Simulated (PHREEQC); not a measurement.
A PHREEQC speciation (ion-association model, wateq4f.dat) at 61 °C gives pH 1.54 and these molalities:

```csv
species,mol/kgw
Cl-,0.100
Mn+2,0.0972
HSO4-,0.0726
MnSO4,0.0532
H+,0.0374
SO4-2,0.0343
MnCl+,0.00943
MnCl2,0.000167
Mg+2,4.62e-5
MgSO4,4.58e-5
MnCl3-,4.76e-6
```

Problem. What are the element totals, and what could have been dissolved in 1 kg of water to give them?

Solution. Several could match; the one computed here: totals Cl 0.110, Mg 9.20e-5, Mn(2) 0.160, S(6) 0.160 mol/kgw, from 0.11 mol/kgw HCl, 0.16 mol/kgw MnSO4 and 9.2e-05 mol/kgw MgSO4.

No solid was allowed to form. Complexes and solids missing from the database can't appear. Away from 25 °C the constants follow the database's enthalpies or fits; those with neither stay at their 25 °C values.
